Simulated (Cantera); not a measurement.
Input (Python, Cantera) and output of one run.

```python
import numpy as np
import cantera as ct

gas_names = """
    CL CL2 H HCL H2 Si SiCL SiCL2 SiCL3 SiCL4 SiH SiHCL3 SiH2 SiH2CL2 SiH3 SiH3CL SiH4 Si2 Si3
""".split()
cond_names = """
    Si(cr) Si(L)
""".split()


# ... load() reads the species with a 1 bar reference pressure and builds the phases ...
atoms = {
    'SiCl4': {'Si': 1, 'CL': 4},
    'HCl': {'H': 1, 'CL': 1},
    'H2': {'H': 2},
}
top_T = {}  # K; cautious upper limits of use, not melting points


# ... equilibrate(T, P, feed) seeds the gas with the atoms and calls Mixture.equilibrate('TP', solver="vcs", rtol=1e-11, max_steps=5000) ...
results = []
feed = {'SiCl4': 1, 'HCl': 3.7, 'H2': 2.1}  # mol
P = 1100000  # Pa
for T in [873, 948, 1023, 1098, 1173, 1248, 1323, 1398, 1473, 1548, 1623, 1698]:
    mix = equilibrate(T, P, feed)
    results.append((T, P, feed, dict(zip(mix.species_names, mix.species_moles))))

top = {s: max(r[3][s] / sum(r[3][g] for g in gas_names) for r in results) for s in gas_names}
cols = sorted((s for s in top if top[s] > 1e-06), key=lambda s: -top[s])[:8]
seen = [c for c in cond_names if any(r[3].get(c, 0) > 1e-12 for r in results)]
print("log10 of partial pressures in bar; condensed amounts in mol")
print(f"{'T/K':>10s}" + "".join(f"{s[:9]:>10s}" for s in cols + seen))
for T, P, feed, n in results:
    ng = sum(n[g] for g in gas_names)
    print(f"{T:10.4g}" + "".join(f"{np.log10(max(n[s] / ng * P / 1e5, 1e-99)):10.3f}" for s in cols)
          + "".join(f"{n.get(c, 0):10.4g}" for c in seen))
```

Result:

```
log10 of partial pressures in bar; condensed amounts in mol
       T/K       HCL        H2     SiCL4     SiCL3    SiHCL3     SiCL2   SiH2CL2        CL
       873     0.777     0.531     0.208    -5.546    -2.707    -9.532    -6.663    -9.822
       948     0.777     0.531     0.208    -4.717    -2.386    -8.112    -5.973    -8.789
      1023     0.778     0.530     0.207    -4.012    -2.113    -6.907    -5.389    -7.906
      1098     0.778     0.529     0.205    -3.407    -1.881    -5.871    -4.888    -7.141
      1173     0.779     0.528     0.203    -2.882    -1.680    -4.974    -4.456    -6.472
      1248     0.780     0.527     0.199    -2.424    -1.507    -4.190    -4.080    -5.882
      1323     0.781     0.525     0.194    -2.023    -1.357    -3.501    -3.752    -5.358
      1398     0.783     0.521     0.186    -1.670    -1.229    -2.895    -3.467    -4.887
      1473     0.785     0.517     0.173    -1.361    -1.123    -2.361    -3.223    -4.462
      1548     0.789     0.510     0.154    -1.094    -1.039    -1.895    -3.020    -4.075
      1623     0.795     0.500     0.124    -0.869    -0.981    -1.494    -2.859    -3.719
      1698     0.803     0.485     0.080    -0.686    -0.953    -1.156    -2.745    -3.389
```

These are equilibrium values from Cantera (NASA tables, ideal gas, pure condensed phases), not measurements of a reactor. The tables' values for SiCl3 are old estimates; treat these amounts as uncertain.
